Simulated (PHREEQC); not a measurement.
Solution (20 °C): 0.013 mol/kgw HCl, 0.0052 mol/kgw LiCl and 0.0054 mol/kgw Fe2(SO4)3. Closed to the air; pH follows from the charge balance.

Equilibrium calculation in PHREEQC: ion-association model, wateq4f.dat.

No solid was allowed to form.

### Question
Predict the pH.

### Answer
pH 2.03.

### Question
In which forms is Cl present?

### Answer
Cl- 99 %, FeCl+2 1.3 % of the Cl.

Saturation is exceeded, for instance for Hematite (slow to form), Goethite (slow to form); the values hold only as long as no solid forms.
